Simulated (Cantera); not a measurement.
An adiabatic, constant-volume homogeneous reactor starts with 4.94 % CH₃OH, 20.0 % O₂, 75.1 % N₂, at 1800 K and 1.00 bar.

Computed with Cantera and GRI-Mech 3.0 (53 species, 325 reactions). GRI-Mech 3.0 was tuned for natural gas; its chemistry of methanol as a main component is partial and can be far from experiment.

Task: Predict: time of steepest temperature rise; temperature at 5.00 s; equilibrium temperature; x(O₂) at 5.00 s; x(NO) at 5.00 s.

Result: 
```
Property                                                           Value
---------------------------------  -------------------------------------
time of steepest temperature rise                                34.0 µs
temperature at 5.00 s                                             2602 K
equilibrium temperature                                           2602 K
x(O₂) at 5.00 s                      0.110 (gas-phase equilibrium 0.110)
x(NO) at 5.00 s                    0.0189 (gas-phase equilibrium 0.0189)
```
